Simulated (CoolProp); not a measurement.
Tetrahydrofuran at several states: fugacity coefficient from the reference equation and from simpler models built on Tc = 540.2 K, pc = 53.04 bar, ω = 0.234; each cubic takes its own stable root.

Computed with CoolProp (reference Helmholtz-energy equation of state, Fiedler 2023).

| T (K) | p (bar) | phase | reference |
|---|---|---|---|
| 324.7 | 2.83 | liquid | 0.2166 |
| 496.8 | 0.696 | gas | 0.9942 |
| 543.9 | 288 | supercritical | 0.2358 |
| 258.3 | 19.5 | liquid | 0.001492 |
| 511.3 | 39.6 | liquid | 0.6611 |

Q: How far does each simpler model (van der Waals, Redlich-Kwong, Soave-Redlich-Kwong, Peng-Robinson) lie from the reference over these 5 states: mean and median of the absolute difference, and the worst?

A: 
- van der Waals: mean 860.3 %, median 35.4 %, worst +3915.4 % at 258.3 K and 19.5 bar
- Redlich-Kwong: mean 45.1 %, median 9.7 %, worst +133.6 % at 258.3 K and 19.5 bar
- Soave-Redlich-Kwong: mean 3.7 %, median 2.2 %, worst +10.3 % at 543.9 K and 288 bar
- Peng-Robinson: mean 1.3 %, median 0.9 %, worst +4.4 % at 258.3 K and 19.5 bar

At some of these states van der Waals gives the other phase, because its saturation line lies elsewhere.
